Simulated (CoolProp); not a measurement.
Vapour-liquid equilibrium of n-hexane (1) + o-xylene (2) at 20.05 °C; x and y are mole fractions of (1).

Values from CoolProp's multi-fluid Helmholtz-energy mixture model, Thol 2019 and Zhou 2012; pair parameters Bell 2016.

### Question
Give the bubble pressure and the first vapour's composition at x = 0.05, 0.65, 0.875. Is there an azeotrope?

### Answer
x = 0.05: 1.679 kPa, y = 0.622; x = 0.65: 11.24 kPa, y = 0.976; x = 0.875: 14.34 kPa, y = 0.992. No azeotrope shows between x = 0.05 and 0.95.

Pair parameters are fitted to limited data, so mixtures are less certain than the pure fluids.
